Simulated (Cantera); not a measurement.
## Counterflow diffusion flame

A counterflow diffusion flame at 1.01 bar, nozzles 20 mm apart: fuel side 100 % CH₄ at 525 K, oxidiser side 28.0 % O₂, 72.0 % N₂ at 725 K, fuel mass flux 0.93 times the oxidiser's; mixture-averaged transport, no radiation.

Computed with Cantera and GRI-Mech 3.0 (53 species, 325 reactions). GRI-Mech 3.0 has no aromatics or soot, which form on the fuel side of real flames. The maximum strain rate includes the flame's own expansion and is several times the mean.

| oxidiser flux (kg/m²/s) | max strain (1/s) | mean strain (1/s) | T max (K) | peak x OH | peak x H | peak x NO | peak x CO | peak x C₂H₂ |
|---|---|---|---|---|---|---|---|---|
| 0.25 | 272 | 56.7 | 2462 | 0.0183 | 0.00815 | 0.000883 | 0.105 | 0.0249 |
| 0.37 | 387 | 84.0 | 2432 | 0.0183 | 0.00854 | 0.000732 | 0.102 | 0.0244 |
| 0.53 | 536 | 120 | 2407 | 0.0182 | 0.00887 | 0.000627 | 0.0995 | 0.0237 |
| 0.76 | 743 | 173 | 2390 | 0.0181 | 0.00924 | 0.000546 | 0.0970 | 0.0229 |
| 1.1 | 1040 | 250 | 2375 | 0.0179 | 0.00962 | 0.000477 | 0.0948 | 0.0221 |
| 1.6 | 1470 | 363 | 2359 | 0.0177 | 0.00996 | 0.000411 | 0.0927 | 0.0211 |
| 2.3 | 2050 | 522 | 2341 | 0.0172 | 0.0102 | 0.000347 | 0.0907 | 0.0200 |
| 3.3 | 2860 | 749 | 2320 | 0.0166 | 0.0103 | 0.000282 | 0.0890 | 0.0185 |
| 4.7 | 3970 | 1070 | 2295 | 0.0159 | 0.0103 | 0.000220 | 0.0875 | 0.0168 |
x: mole fraction; the columns are a selection and need not sum to one.
